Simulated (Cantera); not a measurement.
## Adiabatic ignition

An adiabatic, constant-pressure homogeneous reactor starts with 21.1 % H₂, 12.9 % O₂, 66.0 % N₂, at 1748 K and 1.60 bar.

Computed with Cantera and the H2/O2 subset of GRI-Mech 3.0, which has no nitrogen chemistry.

```json
[
 {"t (s)": "2.00e-6", "T (K)": "1748", "x H₂": "0.211", "x O₂": "0.129", "x OH": "2.55e-5", "x HO₂": "8.35e-6", "x H₂O₂": "1.79e-7"},
 {"t (s)": "5.52e-6", "T (K)": "1850", "x H₂": "0.0547", "x O₂": "0.0529", "x OH": "0.0181", "x HO₂": "2.91e-5", "x H₂O₂": "1.19e-6"},
 {"t (s)": "1.53e-5", "T (K)": "2218", "x H₂": "0.0384", "x O₂": "0.0371", "x OH": "0.0263", "x HO₂": "1.36e-5", "x H₂O₂": "4.35e-7"},
 {"t (s)": "4.21e-5", "T (K)": "2563", "x H₂": "0.0315", "x O₂": "0.0320", "x OH": "0.0289", "x HO₂": "8.40e-6", "x H₂O₂": "2.91e-7"},
 {"t (s)": "0.000116", "T (K)": "2792", "x H₂": "0.0228", "x O₂": "0.0285", "x OH": "0.0267", "x HO₂": "9.69e-6", "x H₂O₂": "4.61e-7"},
 {"t (s)": "0.000321", "T (K)": "2822", "x H₂": "0.0214", "x O₂": "0.0280", "x OH": "0.0261", "x HO₂": "1.03e-5", "x H₂O₂": "5.23e-7"},
 {"t (s)": "0.000887", "T (K)": "2822", "x H₂": "0.0214", "x O₂": "0.0280", "x OH": "0.0261", "x HO₂": "1.03e-5", "x H₂O₂": "5.23e-7"},
 {"t (s)": "0.00245", "T (K)": "2822", "x H₂": "0.0214", "x O₂": "0.0280", "x OH": "0.0261", "x HO₂": "1.03e-5", "x H₂O₂": "5.23e-7"},
 {"t (s)": "0.00676", "T (K)": "2822", "x H₂": "0.0214", "x O₂": "0.0280", "x OH": "0.0261", "x HO₂": "1.03e-5", "x H₂O₂": "5.23e-7"},
 {"t (s)": "0.0187", "T (K)": "2822", "x H₂": "0.0214", "x O₂": "0.0280", "x OH": "0.0261", "x HO₂": "1.03e-5", "x H₂O₂": "5.23e-7"},
 {"t (s)": "0.0516", "T (K)": "2822", "x H₂": "0.0214", "x O₂": "0.0280", "x OH": "0.0261", "x HO₂": "1.03e-5", "x H₂O₂": "5.23e-7"},
 {"t (s)": "0.142", "T (K)": "2822", "x H₂": "0.0214", "x O₂": "0.0280", "x OH": "0.0261", "x HO₂": "1.03e-5", "x H₂O₂": "5.23e-7"},
 {"t (s)": "0.393", "T (K)": "2822", "x H₂": "0.0214", "x O₂": "0.0280", "x OH": "0.0261", "x HO₂": "1.03e-5", "x H₂O₂": "5.23e-7"},
 {"t (s)": "1.09", "T (K)": "2822", "x H₂": "0.0214", "x O₂": "0.0280", "x OH": "0.0261", "x HO₂": "1.03e-5", "x H₂O₂": "5.23e-7"},
 {"t (s)": "3.00", "T (K)": "2822", "x H₂": "0.0214", "x O₂": "0.0280", "x OH": "0.0261", "x HO₂": "1.03e-5", "x H₂O₂": "5.23e-7"}
]
```
x: mole fraction; the columns are a selection and need not sum to one.

```
Property                                                           Value
---------------------------------  -------------------------------------
time of steepest temperature rise                                5.10 µs
temperature at 3.00 s                                             2822 K
equilibrium temperature                                           2822 K
x(H₂) at 3.00 s                    0.0214 (gas-phase equilibrium 0.0214)
x(O₂) at 3.00 s                    0.0280 (gas-phase equilibrium 0.0280)
x(OH) at 3.00 s                    0.0261 (gas-phase equilibrium 0.0261)
```
